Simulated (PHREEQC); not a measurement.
# Nickel, zinc or cadmium bath

A solution holds 0.31 mol CdSO4 per kg of water, at 25 °C. It is in equilibrium with CO2 at log p = -1 (atm). Otherwise closed; pH follows from the charge balance.

Computed with PHREEQC (ion-association model, phreeqc.dat).

No solid was allowed to form.

Task: What pH, ionic strength does the model give?

Result: pH 4.41; ionic strength 0.506 mol/kgw.

Task: In which forms is C present?

Result: CO2 96 %, CdHCO3+ 1.9 %, HCO3- 1.8 % of the C.

Examples of supersaturated solids here: Otavite. Others may be too. Species that the database lacks are ignored.
